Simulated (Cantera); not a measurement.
Charge: 1 mol AlCl3, 19 mol N2, equilibrated at 2150 K and 1.00 bar.

Cantera equilibrium calculation (NASA polynomials, part measured and part estimated; ideal gas, pure solids and liquids). Candidate condensed phases: Al, AlCl3, AlN; 11 gas species. The tables' values for AlCl2 are old estimates; treat these amounts as uncertain. Rates play no part.

Base state: N2 0.943, AlCl3 0.0434, Cl 0.00711, AlCl2 0.00528, AlCl 0.000943, Cl2 3.19e-5 (mole fractions); condensed: gas only.

### Question
What changes in the equilibrium state with this change: temperature from 2150 K to 2000 K?

### Answer
```
species    before     after
-------  --------  --------
N2          0.943     0.947
AlCl3      0.0434    0.0472
Cl        0.00711   0.00287
AlCl     0.000943  0.000241
AlCl2     0.00528   0.00242
```

### Question
What changes in the equilibrium state with this change: temperature from 2150 K to 1873.15 K?

### Answer
```
species    before    after
-------  --------  -------
N2          0.943    0.949
AlCl3      0.0434   0.0488
Cl        0.00711  0.00119
AlCl     0.000943  6.15e-5
AlCl2     0.00528  0.00108
Cl2       3.19e-5  7.32e-6
```
